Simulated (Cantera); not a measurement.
Gas-phase reforming

An isothermal, constant-pressure homogeneous reactor starts with CH4 : CO2 : H2 = 1 : 0.75 : 0.14 (molar parts), at 1400 K and 0.270 bar.

Model: GRI-Mech 3.0 (53 species, 325 reactions), integrated in Cantera.

| t (s) | x CH4 | x CO2 | x H2 | x HO2 | x OH | x HCO | x CH3 |
|---|---|---|---|---|---|---|---|
| 0.000900 | 0.529 | 0.397 | 0.0741 | <1e-12 | 3.65e-10 | <1e-12 | 1.85e-5 |
| 0.00222 | 0.529 | 0.397 | 0.0741 | <1e-12 | 7.09e-10 | <1e-12 | 3.65e-5 |
| 0.00546 | 0.529 | 0.397 | 0.0741 | <1e-12 | 9.70e-10 | 3.33e-12 | 5.00e-5 |
| 0.0134 | 0.529 | 0.397 | 0.0742 | <1e-12 | 1.19e-9 | 1.41e-11 | 6.10e-5 |
| 0.0331 | 0.528 | 0.397 | 0.0745 | <1e-12 | 1.54e-9 | 4.38e-11 | 7.78e-5 |
| 0.0815 | 0.526 | 0.396 | 0.0754 | <1e-12 | 1.96e-9 | 8.03e-11 | 9.38e-5 |
| 0.201 | 0.521 | 0.394 | 0.0788 | <1e-12 | 2.35e-9 | 9.10e-11 | 9.77e-5 |
| 0.495 | 0.507 | 0.387 | 0.0882 | <1e-12 | 3.11e-9 | 8.89e-11 | 9.44e-5 |
| 1.22 | 0.475 | 0.370 | 0.110 | <1e-12 | 5.03e-9 | 8.60e-11 | 8.70e-5 |
| 3.00 | 0.410 | 0.330 | 0.147 | <1e-12 | 9.87e-9 | 9.57e-11 | 7.50e-5 |
x: mole fraction; the columns are a selection and need not sum to one.

Equilibrium at this temperature and pressure: CH4 0.0348, CO2 7.48e-7, H2 0.520, HO2 <1e-12, OH <1e-12, HCO 1.94e-9, CH3 9.09e-6 (gas phase only).
